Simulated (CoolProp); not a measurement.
Vapour-liquid equilibrium of o-xylene (1) + n-decane (2) at 0.00088 MPa; x and y are mole fractions of (1).

Values from CoolProp's multi-fluid Helmholtz-energy mixture model, Zhou 2012 and Lemmon 2006; pair parameters Bell 2016.

```json
[
 {"x": "0.05", "bubble temperature (°C)": "47.5", "y at the bubble point": "0.174", "dew temperature at overall composition x (°C)": "49.3", "liquid density (mol/L)": "5.086"},
 {"x": "0.125", "bubble temperature (°C)": "44.3", "y at the bubble point": "0.372", "dew temperature at overall composition x (°C)": "48.3", "liquid density (mol/L)": "5.268"},
 {"x": "0.2", "bubble temperature (°C)": "41.5", "y at the bubble point": "0.516", "dew temperature at overall composition x (°C)": "47.2", "liquid density (mol/L)": "5.457"},
 {"x": "0.275", "bubble temperature (°C)": "39.0", "y at the bubble point": "0.624", "dew temperature at overall composition x (°C)": "46.0", "liquid density (mol/L)": "5.654"},
 {"x": "0.35", "bubble temperature (°C)": "36.8", "y at the bubble point": "0.705", "dew temperature at overall composition x (°C)": "44.7", "liquid density (mol/L)": "5.861"},
 {"x": "0.425", "bubble temperature (°C)": "34.8", "y at the bubble point": "0.769", "dew temperature at overall composition x (°C)": "43.3", "liquid density (mol/L)": "6.079"},
 {"x": "0.5", "bubble temperature (°C)": "33.1", "y at the bubble point": "0.820", "dew temperature at overall composition x (°C)": "41.8", "liquid density (mol/L)": "6.308"},
 {"x": "0.575", "bubble temperature (°C)": "31.5", "y at the bubble point": "0.861", "dew temperature at overall composition x (°C)": "40.1", "liquid density (mol/L)": "6.551"},
 {"x": "0.65", "bubble temperature (°C)": "30.1", "y at the bubble point": "0.895", "dew temperature at overall composition x (°C)": "38.3", "liquid density (mol/L)": "6.808"},
 {"x": "0.725", "bubble temperature (°C)": "28.8", "y at the bubble point": "0.924", "dew temperature at overall composition x (°C)": "36.2", "liquid density (mol/L)": "7.081"},
 {"x": "0.8", "bubble temperature (°C)": "27.6", "y at the bubble point": "0.949", "dew temperature at overall composition x (°C)": "33.8", "liquid density (mol/L)": "7.373"},
 {"x": "0.875", "bubble temperature (°C)": "26.4", "y at the bubble point": "0.970", "dew temperature at overall composition x (°C)": "31.0", "liquid density (mol/L)": "7.684"},
 {"x": "0.95", "bubble temperature (°C)": "25.4", "y at the bubble point": "0.989", "dew temperature at overall composition x (°C)": "27.5", "liquid density (mol/L)": "8.017"}
]
```

No azeotrope shows between x = 0.05 and 0.95.

The pair parameters rest on a limited set of measurements; away from them the model extrapolates.
